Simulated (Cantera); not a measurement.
Input: 1 mol Si, 2.9 mol Cl2, 11 mol H2, equilibrated at 1.80 bar.

Cantera equilibrium calculation (NASA polynomials, part measured and part estimated; ideal gas, pure solids and liquids). Candidate condensed phases: Si; 19 gas species. The tables' values for SiCl3 are old estimates; treat these amounts as uncertain. The numbers say what is thermodynamically allowed, not how fast it happens. All values below are at 1600 K.

Base state: H2 0.703, HCl 0.222, SiCl2 0.0317, SiCl4 0.0184, SiCl3 0.0154, SiHCl3 0.00840, SiH2Cl2 0.000640, H 3.40e-5 (mole fractions); condensed: gas only.

Q: What changes in the equilibrium state with this change: pressure from 1.80 bar to 0.720 bar?

A: 
| species | before | after |
|---|---|---|
| H2 | 0.703 | 0.689 |
| HCl | 0.222 | 0.238 |
| SiCl2 | 0.0317 | 0.0427 |
| SiCl4 | 0.0184 | 0.0116 |
| SiCl3 | 0.0154 | 0.0142 |
| SiH3Cl | 1.46e-5 | 7.06e-6 |
| SiH2Cl2 | 0.000640 | 0.000338 |
